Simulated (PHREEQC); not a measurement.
Synthetic water in mg/L, 20 °C, pH 6.22, pe 2.3:

```tsv
constituent	mg/L
Na	54.4
K	44.8
Ca	172
Mg	138
Cl	190
S(6) as SO4	381
Alkalinity as HCO3	606
Si as SiO2	0.472
Fe(2)	1.48
B	0.0879
```

Cl is adjusted to close the charge balance.
Valence states are taken as typed.

Model: ion-association model, wateq4f.dat, run in PHREEQC.

This is a speciation only: nothing precipitates in the calculation.

Task: Order these C species by the share of C that they hold, largest first: MgHCO3+, CO2, HCO3-, CaHCO3+.

Result: CO2 (54 %), HCO3- (44 %), MgHCO3+ (1.3 %), CaHCO3+ (0.97 %)

Task: Order these Fe species by the share of Fe that they hold, largest first: FeSO4, FeCO3, Fe+2, FeCl+, FeHCO3+.

Result: Fe+2 (61 %), FeHCO3+ (31 %), FeSO4 (7.5 %), FeCO3 (0.44 %), FeCl+ (0.25 %)

The pH is 6.22 and the ionic strength 0.0315 mol/kgw.
